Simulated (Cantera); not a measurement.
A closed system holds: 1 mol B2O3, 7.4 mol NF3, 44 mol H2, at 1848 K and 75.0 Torr.

Equilibrium computed with Cantera from the NASA thermochemical tables; the gas is ideal and each condensed phase is pure. Candidate condensed phases: B, BN, B2O3, B3O3H3, H2O; 62 gas species. The tables' values for BF2 are old estimates; treat these amounts as uncertain. Equilibrium is a limit: real reactors are often held back by kinetics, nucleation or transport.

Base state: H2 0.551, HF 0.331, N2 0.0621, BOF 0.0286, H2O 0.0204, BF3 0.00414, H 0.00125, HBO2 0.000682 (mole fractions); condensed: gas only.

Question: What changes in the equilibrium state with this change: pressure from 75.0 Torr to 323 Torr?

Answer: 
| species | before | after |
|---|---|---|
| H2 | 0.551 | 0.555 |
| HF | 0.331 | 0.321 |
| N2 | 0.0621 | 0.0625 |
| H2O | 0.0204 | 0.0265 |
| BF3 | 0.00414 | 0.0102 |
| BOF | 0.0286 | 0.0226 |
| BHF2 | 3.29e-5 | 8.40e-5 |
| H | 0.00125 | 0.000602 |
| BF2 | 8.72e-5 | 0.000107 |
